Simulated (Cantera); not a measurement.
What does this Cantera script print?

```python
import numpy as np
import cantera as ct

gas = ct.Solution("gri30.yaml")
gas.TPX = 1475, 110000, {'NO': 1, 'N2': 0.15}
reactor = ct.IdealGasConstPressureReactor(gas, energy="off", clone=False)
net = ct.ReactorNet([reactor])
net.rtol, net.atol = 1e-08, 1e-18
show = ['NO', 'O', 'N2', 'NO2', 'N2O']
times = np.geomspace(0.0002, 7, 10)

steps = ct.SolutionArray(gas, extra=["t"])
rows = []
print(f"{'t/s':>10s}{'T/K':>9s}{'P/Pa':>11s}" + "".join(f"{s:>11s}" for s in show))
for t in times:
    while net.time < t:
        t_next = net.step()
        steps.append(gas.state, t=t_next)
    rows.append([np.interp(t, steps.t, y) for y in (steps.T, steps.P, *steps(*show).X.T)])
    print(f"{t:10.3e}{rows[-1][0]:9.1f}{rows[-1][1]:11.4g}" + "".join(f"{x:11.3e}" for x in rows[-1][2:]))
rate = np.gradient(steps.T, steps.t)
print("integrator steps:", len(steps.t))
if steps.T.max() > steps.T[0] + 200:
    print(f"time of steepest temperature rise: {steps.t[rate.argmax()]:.4e} s")
gas.TPX = 1475, 110000, {'NO': 1, 'N2': 0.15}
gas.equilibrate("TP")
print(f"equilibrium (TP): T = {gas.T:.1f} K  " + "  ".join(f"{s} {gas[s].X[0]:.3e}" for s in show))
```

It prints:

```
       t/s      T/K       P/Pa         NO          O         N2        NO2        N2O
 2.000e-04   1475.0    1.1e+05  8.696e-01  2.216e-08  1.304e-01  1.081e-06  1.099e-06
 6.396e-04   1475.0    1.1e+05  8.696e-01  2.294e-08  1.304e-01  3.522e-06  3.497e-06
 2.046e-03   1475.0    1.1e+05  8.695e-01  2.547e-08  1.304e-01  1.146e-05  1.101e-05
 6.542e-03   1475.0    1.1e+05  8.695e-01  3.368e-08  1.304e-01  3.817e-05  3.356e-05
 2.092e-02   1475.0    1.1e+05  8.693e-01  6.053e-08  1.305e-01  1.330e-04  9.239e-05
 6.691e-02   1475.0    1.1e+05  8.687e-01  1.340e-07  1.307e-01  4.328e-04  1.930e-04
 2.140e-01   1475.0    1.1e+05  8.669e-01  2.052e-07  1.314e-01  7.578e-04  2.472e-04
 6.844e-01   1475.0    1.1e+05  8.617e-01  2.503e-07  1.340e-01  9.424e-04  2.462e-04
 2.189e+00   1475.0    1.1e+05  8.455e-01  3.514e-07  1.420e-01  1.337e-03  2.366e-04
 7.000e+00   1475.0    1.1e+05  7.977e-01  5.500e-07  1.658e-01  2.026e-03  2.098e-04
integrator steps: 947
equilibrium (TP): T = 1475.0 K  NO 1.322e-03  O 1.815e-06  N2 5.646e-01  NO2 1.150e-05  N2O 7.252e-08
```

Detailed kinetics in Cantera: GRI-Mech 3.0 (53 species, 325 reactions).
